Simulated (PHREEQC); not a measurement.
Consider water at 25 °C with 0.0017 mol HF, 0.00011 mol (NH4)2SiF6, 7.3e-05 mol H3PO4 and 0.0021 mol HCl per kg of water. Closed to the air; pH follows from the charge balance.

Computed with PHREEQC (ion-association model, phreeqc.dat).

Each row changes one thing in this solution. Precipitation was switched off in this run.

```csv
case,pH,ionic strength (mol/kgw),HF (mol/kgw),F- (mol/kgw),H4SiO4 (mol/kgw),H2PO4- (mol/kgw),SI of Quartz (SiO2)
as made,2.62,0.00276,0.00163,0.000486,7.05e-5,5.49e-5,-0.17
0.00028 mol/kgw KBr added,2.62,0.00304,0.00163,0.000487,(withheld),5.49e-5,-0.17
HCl from 0.0021 to 0.00021 mol/kgw,3.01,0.00128,0.00123,0.000877,6.98e-5,(withheld),(withheld)
temperature from 25 to 85 °C,2.69,0.00238,0.00213,0.000225,0.000110,4.83e-5,-0.71
temperature from 25 to 65 °C,2.67,0.00247,0.00204,0.000314,0.000110,5.03e-5,-0.50
```

Q: Some entries are withheld; supply them.

A: 
- 0.00028 mol/kgw KBr added, H4SiO4 (mol/kgw): 7.04e-5
- HCl from 0.0021 to 0.00021 mol/kgw, H2PO4- (mol/kgw): 6.41e-5
- HCl from 0.0021 to 0.00021 mol/kgw, SI of Quartz (SiO2): -0.18

Constants without temperature data keep their 25 °C values here. SiF6-2 is the database's only silicon fluoride.
